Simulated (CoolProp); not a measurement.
Computed with CoolProp (reference Helmholtz-energy equation of state, Schroeder 2014).

Task: Give the vapour pressure (MPa), liquid density (kg/m³), vapour density (kg/m³) of saturated ethanol at 133.15, 145.95, 163.15 °C.

Result: 
| T (°C) | p (MPa) | liquid density (kg/m³) | vapour density (kg/m³) |
|---|---|---|---|
| 133.15 | 0.627 | 674 | 9.56 |
| 145.95 | 0.885 | 656 | 13.5 |
| 163.15 | 1.36 | 628 | 20.8 |
